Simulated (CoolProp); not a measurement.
Saturation properties of nitrogen (Tc = -147.0 °C, pc = 3.396 MPa, ω = 0.037).

Computed with CoolProp (reference Helmholtz-energy equation of state, Span 2000).

```
T (°C)   p (MPa)  surface tension (mN/m)  liquid viscosity (µPa s)
-------  -------  ----------------------  ------------------------
-172.55   0.8111                     [?]                      74.4
-170.75   0.9157                    3.62                      70.6
-168.85    1.036                     [?]                      66.7
-166.95    1.168                    2.92                      63.0
-165.15    1.303                     [?]                      59.6
-163.25    1.457                     [?]                      56.2
-161.35    1.625                    1.94                      52.8
-159.55    1.795                    1.64                      49.7
-157.65    1.990                    1.34                      46.4
-155.75    2.199                    1.05                      43.1
-153.95    2.411                   0.788                      39.9
-152.05    2.652                   0.531                       [?]
-150.15      [?]                   0.297                      32.3
```

Question: Fill in the missing entries.

Answer: 
- -172.55, surface tension (mN/m): 3.97
- -168.85, surface tension (mN/m): 3.27
- -165.15, surface tension (mN/m): 2.59
- -163.25, surface tension (mN/m): 2.26
- -152.05, liquid viscosity (µPa s): 36.3
- -150.15, p (MPa): 2.912

It boils at -195.8 °C under 1 atm.

Viscosity comes from a separate model (Lemmon 2004). Surface tension comes from a separate correlation (Mulero 2012).
